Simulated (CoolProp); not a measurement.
Vapour-liquid equilibrium of propylene (1) + 1-butene (2) at 0.0212 MPa; x and y are mole fractions of (1).

The numbers come from the multi-fluid Helmholtz-energy mixture model, Lemmon 2013 and Lemmon 2005; pair parameters Bell 2016 in CoolProp.

| x | bubble temperature (K) | y at the bubble point | dew temperature at overall composition x (K) | liquid density (mol/L) |
|---|---|---|---|---|
| 0.05 | 227.9 | 0.262 | … | 12.03 |
| 0.15 | 220.6 | 0.567 | 230.1 | 12.40 |
| 0.25 | 215.2 | 0.726 | 228.2 | 12.75 |
| 0.35 | … | 0.819 | 226.1 | 13.09 |
| 0.45 | 207.6 | … | … | 13.42 |
| 0.55 | 204.8 | 0.918 | … | 13.76 |
| 0.65 | 202.4 | 0.946 | 218.0 | 14.10 |
| 0.75 | 200.4 | 0.967 | 214.2 | 14.44 |
| 0.85 | … | 0.983 | 209.4 | 14.79 |
| 0.95 | 196.9 | 0.995 | 202.1 | 15.15 |

Q: Complete the blanks.

A: 
- 0.05, dew temperature at overall composition x (K): 231.8
- 0.35, bubble temperature (K): 211.0
- 0.45, y at the bubble point: 0.878
- 0.45, dew temperature at overall composition x (K): 223.8
- 0.55, dew temperature at overall composition x (K): 221.1
- 0.85, bubble temperature (K): 198.6

No azeotrope shows between x = 0.05 and 0.95.

The pair parameters rest on a limited set of measurements; away from them the model extrapolates.
